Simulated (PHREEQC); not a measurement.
A solution holds 0.11 mol HF, 0.035 mol (NH4)2SiF6, 0.21 mol H3BO3 and 0.00023 mol HCl per kg of water, at 25 °C. Closed to the air; pH follows from the charge balance.

All values are PHREEQC results (ion-association model, phreeqc.dat), not measurements.

Precipitation was switched off in this run.

Question: What pH does the model give?

Answer: pH 1.75.

Question: In which forms is F present?

Answer: BF4- 57 %, SiF6-2 36 %, BF3OH- 4.9 %, BF2(OH)2- 1.4 %, HF 1.0 % of the F.

Examples of supersaturated solids here: SiO2(a), Quartz (slow to form). Others may be too. Complexes and solids missing from the database can't appear. SiF6-2 is the database's only silicon fluoride. Real BF4- forms and hydrolyses slowly; the run takes it at equilibrium.
